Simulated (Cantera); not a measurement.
**trisilylamine + NH3 + H2 (silicon nitride deposition)**

Input: 1 mol trisilylamine, 21 mol NH3, 17 mol H2, held at 7.10 Pa.

Equilibrium computed with Cantera from the NASA thermochemical tables; the gas is ideal and each condensed phase is pure. Candidate condensed phases: Si, Si3N4; 18 gas species. The feed counts by its element totals alone. The tables' values for SiN are old estimates; treat these amounts as uncertain. Gases not in the tables: Si2H6 and higher silanes. The numbers say what is thermodynamically allowed, not how fast it happens.

| T (K) | x H2 | x N2 | x H | x Si | x SiH | x Si2 | x Si2N | x SiN | n Si3N4(s) | n Si(s) |
|---|---|---|---|---|---|---|---|---|---|---|
| 798 | 0.855 | 0.145 | 2.92e-10 | <1e-12 | <1e-12 | <1e-12 | <1e-12 | <1e-12 | 1.00 | 0 |
| 998 | 0.855 | 0.145 | 2.36e-7 | <1e-12 | <1e-12 | <1e-12 | <1e-12 | <1e-12 | 1.00 | 0 |
| 1198 | 0.855 | 0.145 | 2.09e-5 | 3.43e-10 | 4.06e-11 | <1e-12 | <1e-12 | 7.08e-12 | 1.00 | 0 |
| 1398 | 0.854 | 0.145 | 0.000519 | 7.21e-6 | 2.83e-7 | 2.76e-9 | 4.09e-8 | 4.74e-8 | 1.000 | 0 |
| 1598 | 0.822 | 0.171 | 0.00573 | 0.00132 | 2.21e-5 | 3.24e-6 | 6.67e-6 | 3.99e-6 | 0 | 2.91 |
| 1798 | 0.759 | 0.161 | 0.0364 | 0.0427 | 0.000359 | 0.000252 | 0.000102 | 6.43e-5 | 0 | 0 |
| 1998 | 0.653 | 0.152 | 0.154 | 0.0410 | 0.000191 | 2.90e-5 | 3.17e-6 | 3.52e-5 | 0 | 0 |
x: gas mole fraction; n: condensed amount in mol.

From 798 K to 1398 K the condensed part is Si3N4(s). At 1598 K the condensed part is Si(s). From 1798 K to 1998 K nothing is condensed.
